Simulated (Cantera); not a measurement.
Feed: 1 mol B2H6, 0.9 mol H2O, 7.2 mol H2, equilibrated at 1350 K and 0.00133 bar.

These are equilibrium values from Cantera (NASA tables, ideal gas, pure condensed phases), not measurements of a reactor. Candidate condensed phases: B, B2O3, B3O3H3, H2O; 23 gas species. The feed counts by its element totals alone. Mutual solubility and eutectic melting of coexisting phases are not modelled. Equilibrium is a limit: real reactors are often held back by kinetics, nucleation or transport.

Problem. What is the equilibrium state?

Solution. 
```
Quantity                                  Value
------------------------------------  ---------
x(H2)                                     0.980
x(HBO)                                   0.0158
x(B2O2)                                 0.00299
x(B2O3)                                0.000527
x(HBO2)                                0.000271
x(B3O3H3)                              0.000247
x(H)                                    6.46e-5
x(BO)                                   3.44e-5
x(H2O)                                  3.25e-6
n(B(s))                                1.32 mol
n(B2O3(l))                            0.208 mol
gas amount                            11.23 mol
log10 activity of B3O3H3(s) (absent)     -10.42
```
